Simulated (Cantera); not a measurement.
An isothermal, constant-pressure homogeneous reactor starts with 6.37 % C₂H₆, 93.6 % N₂, at 1050 K and 100.0 Torr.

Detailed kinetics in Cantera: GRI-Mech 3.0 (53 species, 325 reactions). GRI-Mech 3.0 stops at C3 and has no aromatics, soot or wall deposition, so with more carbon than oxygen in the feed, carbon stays in small species such as C2H2 where larger ones or solid carbon would form.

### Question
Predict: x(C₂H₆) at 100 s; x(CH₃) at 100 s; x(H₂) at 100 s; x(C₂H₂) at 100 s.

### Answer
```json
{
  "x(C₂H₆) at 100 s": "0.000393 (gas-phase equilibrium 3.11e-5)",
  "x(CH₃) at 100 s": "2.04e-7 (gas-phase equilibrium 1.36e-7)",
  "x(H₂) at 100 s": "0.0703 (gas-phase equilibrium 0.0278)",
  "x(C₂H₂) at 100 s": "0.0189 (gas-phase equilibrium 0.0109)"
}
```
